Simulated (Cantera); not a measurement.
Cantera run, input and output.

```python
import numpy as np
import cantera as ct

gas = ct.Solution("h2o2.yaml")
gas.TPX = 400, 520000, {'H2': 1, 'O2': 0.294, 'N2': 1.11}
flame = ct.FreeFlame(gas, width=0.013)
flame.set_refine_criteria(ratio=3, slope=0.08, curve=0.16)
flame.transport_model = "mixture-averaged"
flame.solve(loglevel=0, auto=True)
z, T = flame.grid, flame.T
thick = (T[-1] - T[0]) / np.gradient(T, z).max()
show = ['H2', 'O2', 'H2O', 'H2O2', 'HO2', 'O']
print(f"laminar burning velocity  {flame.velocity[0] * 100:.3f} cm/s")
print(f"burnt temperature         {T[-1]:.1f} K")
print(f"thermal thickness         {thick * 1e3:.4f} mm")
print(f"grid points               {len(z)}")
z0 = z[flame.heat_release_rate.argmax()]
print(f"{'z/mm':>9s}{'T/K':>9s}{'u/(m/s)':>9s}" + "".join(f"{s:>11s}" for s in show))
rows = []
for k in (-3, -2, -1.5, -1, -0.5, -0.25, 0, 0.25, 0.5, 1, 2, 4, 8):
    zz = z0 + k * thick
    rows.append([k * thick, np.interp(zz, z, T), np.interp(zz, z, flame.velocity),
                 *(np.interp(zz, z, flame.X[gas.species_index(s)]) for s in show)])
    print(f"{rows[-1][0] * 1e3:9.3f}{rows[-1][1]:9.1f}{rows[-1][2]:9.3f}" + "".join(f"{x:11.3e}" for x in rows[-1][3:]))
```

Result:

```
laminar burning velocity  464.297 cm/s
burnt temperature         2259.5 K
thermal thickness         0.0450 mm
grid points               112
     z/mm      T/K  u/(m/s)         H2         O2        H2O       H2O2        HO2          O
   -0.135    400.0    4.643  4.160e-01  1.223e-01  2.093e-10  9.564e-13  1.452e-11  2.939e-12
   -0.090    400.0    4.643  4.159e-01  1.223e-01  2.380e-08  1.494e-10  2.105e-09  2.165e-10
   -0.068    400.1    4.643  4.158e-01  1.223e-01  3.113e-07  2.282e-09  3.157e-08  2.226e-09
   -0.045    401.5    4.653  4.149e-01  1.225e-01  1.051e-05  1.015e-07  1.371e-06  4.829e-08
   -0.023    473.0    5.361  3.989e-01  1.245e-01  2.533e-03  3.296e-05  4.605e-04  7.209e-06
   -0.011    817.2    8.920  3.558e-01  1.156e-01  3.279e-02  1.213e-04  9.107e-04  2.300e-04
    0.000   1256.4   13.357  2.894e-01  8.590e-02  1.016e-01  4.029e-05  3.871e-04  1.516e-03
    0.011   1565.7   16.485  2.260e-01  4.548e-02  1.793e-01  5.074e-06  1.764e-04  2.725e-03
    0.023   1737.0   18.212  1.896e-01  1.916e-02  2.286e-01  2.339e-06  7.071e-05  2.361e-03
    0.045   1888.0   19.681  1.717e-01  3.387e-03  2.596e-01  1.117e-06  1.196e-05  1.324e-03
    0.090   2005.6   20.761  1.745e-01  6.050e-04  2.677e-01  5.489e-07  2.403e-06  7.369e-04
    0.180   2101.1   21.607  1.801e-01  2.464e-04  2.718e-01  2.794e-07  1.070e-06  3.556e-04
    0.360   2170.4   22.205  1.845e-01  9.794e-05  2.750e-01  1.352e-07  4.415e-07  1.413e-04
```

Detailed kinetics in Cantera: the H2/O2 subset of GRI-Mech 3.0, which has no nitrogen chemistry. The hydrogen kinetics of GRI-Mech 3.0 are dated; newer H2 mechanisms differ, most at raised pressure. Burning velocities carry a grid error of a few per cent, more on coarse grids.
